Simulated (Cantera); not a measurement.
## Equilibrium for iron carbonyl, mercury and lead vapours: PbO + CO + N2

Feed: 1 mol PbO, 0.079 mol CO, 12 mol N2, equilibrated at 1073.15 K.

Method: chemical equilibrium by Gibbs-energy minimisation in Cantera with the NASA 1993 tables (ideal gas, pure condensed phases). Candidate condensed phases: C, Pb, PbO, PbO2, Pb3O4; 27 gas species. Mutual solubility and eutectic melting of coexisting phases are not modelled. The numbers say what is thermodynamically allowed, not how fast it happens.

```
P (Pa)    x N2     x PbO      x Pb    x CO2      x O2      x NO     x CO  n PbO(yellow)  n Pb(l)
-------  -----  --------  --------  -------  --------  --------  -------  -------------  -------
10       0.955    0.0292   0.00826  0.00629  0.000981   4.98e-6  1.24e-8          0.529        0
36       0.979   0.00812   0.00651  0.00644   3.38e-5   9.36e-7  3.60e-8          0.821        0
130      0.985   0.00225   0.00648  0.00648   7.24e-7   1.37e-7  1.30e-7          0.894        0
460      0.986  0.000635   0.00649  0.00649   1.63e-8   2.06e-8  4.63e-7          0.913        0
1700     0.989  0.000172   0.00431  0.00651  7.32e-10   4.38e-9  1.14e-6          0.919   0.0267
6000     0.992   4.87e-5   0.00122  0.00653  2.08e-10   2.33e-9  1.14e-6          0.920   0.0642
22000    0.993   1.33e-5  0.000333  0.00654  5.66e-11   1.22e-9  1.14e-6          0.921   0.0750
77000    0.993   3.79e-6   9.52e-5  0.00654  1.62e-11  6.52e-10  1.14e-6          0.921   0.0778
280000   0.993   1.04e-6   2.62e-5  0.00654  4.45e-12  3.42e-10  1.14e-6          0.921   0.0787
1000000  0.993   2.92e-7   7.33e-6  0.00654  1.25e-12  1.81e-10  1.14e-6          0.921   0.0789
```
x: gas mole fraction; n: condensed amount in mol.

From 10.0 Pa to 4.60 mbar the condensed part is PbO(yellow). From 17.0 mbar to 10.0 bar the condensed part is Pb(l) + PbO(yellow). The main Pb-bearing gas is PbO at 10.0 Pa and Pb at 10.0 bar.
